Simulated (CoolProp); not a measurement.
The numbers come from the reference Helmholtz-energy equation of state, Thol 2017 in CoolProp.

Problem. Give the vapour pressure (MPa), liquid density (kg/m³), enthalpy of vaporisation (kJ/kg), surface tension (mN/m) of saturated octamethyltrisiloxane (MDM) at 367.8, 395.6, 403.5 K.

Solution. 
```
T (K)  p (MPa)  liquid density (kg/m³)  enthalpy of vaporisation (kJ/kg)  surface tension (mN/m)
-----  -------  ----------------------  --------------------------------  ----------------------
367.8   0.0163                     743                               177                    10.6
395.6   0.0428                     711                               166                    8.50
403.5   0.0545                     702                               162                    7.92
```

Surface tension comes from a separate correlation (Mulero 2014), older than this fluid's equation and unchecked against measurements.
